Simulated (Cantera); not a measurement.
Input: 1 mol KCl, 1.9 mol H2, 30 mol N2, at 6.60 Pa.

Cantera equilibrium calculation (NASA polynomials, part measured and part estimated; ideal gas, pure solids and liquids). Candidate condensed phases: K, KCl, NH4Cl; 17 gas species. Kinetics and transport are ignored.

### Question
Which condensed phases are stable at each of these points (T (K)): 723, 823, 923, 1023, 1123, 1223, 1323, 1423, 1523, 1623, 1723, 1823, 1923, 2023?

### Answer
| T (K) | condensed phases | K condensed (%) |
|---|---|---|
| 723 | KCl(s) | 99.5 |
| 823 | KCl(s) | 60.7 |
| 923 | gas only | 0.0 |
| 1023 | gas only | 0.0 |
| 1123 | gas only | 0.0 |
| 1223 | gas only | 0.0 |
| 1323 | gas only | 0.0 |
| 1423 | gas only | 0.0 |
| 1523 | gas only | 0.0 |
| 1623 | gas only | 0.0 |
| 1723 | gas only | 0.0 |
| 1823 | gas only | 0.0 |
| 1923 | gas only | 0.0 |
| 2023 | gas only | 0.0 |

From 723 K to 823 K the condensed part is KCl(s). From 923 K to 2023 K nothing is condensed.
